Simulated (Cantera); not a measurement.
Charge: 1 mol Si, 0.99 mol Cl₂, 12 mol H₂, 0.86 mol HCl, equilibrated at 6.80 bar.

Points: T (K) = 950, 1000, 1050, 1100, 1150, 1200, 1250, 1300, 1350, 1400, 1450.

Cantera's Mixture.equilibrate('TP', solver="vcs", rtol=1e-11, max_steps=5000) on the NASA tables stopped like this:

```
ERROR: FAILURE its = 5001!

*******************************************************************************
CanteraError thrown by MultiPhase::equilibrate:
VCS solver failed. Return code: -1
*******************************************************************************
```

**Question.** What got this run through?

**Answer.** One answer among several that fit: The failure is numerical, not chemical. The same input converged with solver="gibbs", rtol=1e-10, max_steps=50000, and the result passed a check of the equilibrium conditions:
```
log10 of partial pressures in bar; condensed amounts in mol
       T/K        H2       HCL    SiHCL3     SiCL4     SiCL2     SiCL3    Si(cr)
       950     0.802    -1.648    -0.639    -0.751    -3.914    -3.094    0.1603
      1000     0.801    -1.455    -0.649    -0.753    -3.481    -2.809    0.1672
      1050     0.801    -1.281    -0.660    -0.758    -3.091    -2.554    0.1763
      1100     0.799    -1.125    -0.673    -0.766    -2.741    -2.325    0.1879
      1150     0.798    -0.984    -0.689    -0.779    -2.424    -2.121     0.202
      1200     0.796    -0.857    -0.709    -0.798    -2.138    -1.939    0.2181
      1250     0.794    -0.743    -0.735    -0.824    -1.880    -1.780    0.2359
      1300     0.791    -0.642    -0.768    -0.860    -1.649    -1.641    0.2542
      1350     0.788    -0.551    -0.810    -0.908    -1.442    -1.524    0.2718
      1400     0.785    -0.473    -0.862    -0.970    -1.260    -1.429    0.2875
      1450     0.782    -0.405    -0.927    -1.049    -1.102    -1.357    0.2999
```

The gas is ideal and each condensed phase is pure. The tables' values for SiCl3 are old estimates; treat these amounts as uncertain.
